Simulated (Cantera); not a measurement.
Premixed flame

A freely propagating, adiabatic, planar premixed flame of 51.4 % H2, 9.50 % O2, 35.7 % N2, 3.39 % H2O, unburnt at 498 K and 44000 Pa; mixture-averaged transport, grid criteria slope 0.08 and curve 0.16, no radiation.

Model: the H2/O2 subset of GRI-Mech 3.0, which has no nitrogen chemistry, integrated in Cantera. Burning velocities carry a grid error of a few per cent, more on coarse grids.

```csv
z (mm),T (K),u (m/s),x H2,x O2,x H2O,x OH,x H2O2,x HO2
-3.73,498,5.22,0.514,0.0950,0.0339,<1e-8,<1e-8,<1e-8
-2.48,498,5.22,0.514,0.0950,0.0339,<1e-8,<1e-8,<1e-8
-1.86,498,5.22,0.514,0.0950,0.0339,<1e-8,<1e-8,<1e-8
-1.24,498,5.22,0.514,0.0950,0.0339,<1e-8,<1e-8,5.06e-7
-0.621,524,5.46,0.510,0.0949,0.0353,5.83e-5,5.23e-6,0.000173
-0.310,732,7.47,0.483,0.0889,0.0539,0.000348,7.24e-6,9.68e-5
0,1078,10.7,0.404,0.0606,0.118,0.000851,4.96e-7,3.68e-5
0.310,1314,13.0,0.327,0.0166,0.203,0.00145,2.31e-7,9.08e-6
0.621,1413,13.9,0.308,0.00266,0.231,0.00138,1.26e-7,1.37e-6
1.24,1502,14.7,0.311,0.000201,0.237,0.00150,1.02e-7,9.92e-8
2.48,1597,15.6,0.320,7.72e-5,0.239,0.00158,8.06e-8,3.93e-8
4.97,1689,16.3,0.329,5.02e-5,0.241,0.00151,5.15e-8,2.63e-8
9.94,1771,17.0,0.338,2.75e-5,0.243,0.00128,2.76e-8,1.56e-8
```
x: mole fraction of selected species; z is measured from the peak of heat release.

```
Quantity                     Value
------------------------  --------
laminar burning velocity  522 cm/s
thermal thickness          1.24 mm
peak x(OH)                 0.00158
peak x(H2O2)               9.78e-6
peak x(HO2)               0.000181
grid points                    130
```
